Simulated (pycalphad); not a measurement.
An equivalent pycalphad script:

```python
from pycalphad import Database, equilibrium, calculate, variables as v
import numpy as np
db = Database('COST507.tdb')
comps = ['AL', 'MG', 'SI', 'VA']
phases = ['ALMG_BETA', 'ALMG_EPS', 'ALMG_GAMMA', 'DIAMOND_A4', 'FCC_A1', 'HCP_A3', 'LIQUID', 'MG2SI']
eq = equilibrium(db, comps, phases, {v.X('MG'): 0.0156, v.X('SI'): 0.0026, v.T: np.arange(1650, 349, -25), v.P: 101325, v.N: 1}, output=['HM', 'SM'])
```

CALPHAD calculation (pycalphad, COST 507 light-alloy database (1999)), 1 atm. No gas phase is included, though pure Mg would boil below 1650 K. These are 1990s assessments: newer ones move some temperatures and phases. Amounts are mole fractions of atoms. Diffusion is slow at the low end, where real alloys seldom reach equilibrium.

Results at three of the temperatures:

```
T = 1475.00 K, P = 101325 Pa, N = 1 mol of atoms
G = -82015 J/mol, H = 45946 J/mol, S = 86.75 J/(mol K)  (SER reference)
chemical potentials (J/mol): Al -80991, Mg -137648, Si -134955
phase             fraction      x(Al)      x(Mg)      x(Si)
LIQUID              1.0000     0.9818     0.0156     0.0026
```

```
T = 1000.00 K, P = 101325 Pa, N = 1 mol of atoms
G = -43551 J/mol, H = 30852 J/mol, S = 74.40 J/(mol K)  (SER reference)
chemical potentials (J/mol): Al -42825, Mg -84435, Si -72307
phase             fraction      x(Al)      x(Mg)      x(Si)
LIQUID              1.0000     0.9818     0.0156     0.0026
```

```
T = 600.00 K, P = 101325 Pa, N = 1 mol of atoms
G = -20387 J/mol, H = 7870 J/mol, S = 47.10 J/(mol K)  (SER reference)
chemical potentials (J/mol): Al -20041, Mg -38588, Si -41749
phase             fraction      x(Al)      x(Mg)      x(Si)
FCC_A1              0.9922     0.9895     0.0105   3.42e-06
MG2SI               0.0078       none     0.6667     0.3333
```

Changes of the phase set, refined by bisection:

| T (K) | phases above | phases below |
|---|---|---|
| 924.9 | liquid | fcc + liquid |
| 888.4 | fcc + liquid | fcc |
| 828.5 | fcc | fcc + MG2SI |

Database names, with the compositions (at.%) that they take in these runs: MG2SI: Mg 67 Si 33. FCC_A1 is fcc. An entry "none" or "no" means that the model of the phase leaves that element out.
